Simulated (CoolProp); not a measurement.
Model: reference Helmholtz-energy equation of state, Lemmon 2016, in CoolProp.

### Question
For R115, give the phase and the Z, cv (kJ/(kg K)), Joule-Thomson coefficient (K/MPa), isothermal compressibility (1/MPa) at 412.9 K and 7960 kPa.

### Answer
- 412.9 K and 7960 kPa: supercritical; Z 0.529, cv 0.850, Joule-Thomson coefficient 3.54, isothermal compressibility 0.125
